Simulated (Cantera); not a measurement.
Input: 1 mol Ta(OEt)5, 2.9 mol CH4, at 1875 K and 100000 Pa.

These are equilibrium values from Cantera (NASA tables, ideal gas, pure condensed phases), not measurements of a reactor. Candidate condensed phases: C, C6H6, C7H8, C8H18, H2O, Ta, TaC, Ta2O5; 113 gas species. The feed counts by its element totals alone. TaC: taken at fixed stoichiometry. Condensed phases not in the tables: Ta2C. The numbers say what is thermodynamically allowed, not how fast it happens.

Base state: H2 0.784, CO 0.215, H 0.000580, CH4 0.000373, C2H2 (acetylene) 0.000248, H2O 3.36e-5 (mole fractions); condensed: C(graphite) + TaC(s).

Question: What changes in the equilibrium state with this change: pressure from 100000 Pa to 2.80 Pa?

Answer: 
```
species             before     after
----------------  --------  --------
H2                   0.784     0.693
CO                   0.215     0.204
H                 0.000580     0.103
CH4               0.000373   8.15e-9
H2O                3.36e-5     <1e-9
C2H2 (acetylene)  0.000248  0.000220
C(graphite), mol      6.88      6.89
TaC(s), mol           1.00      1.00
```
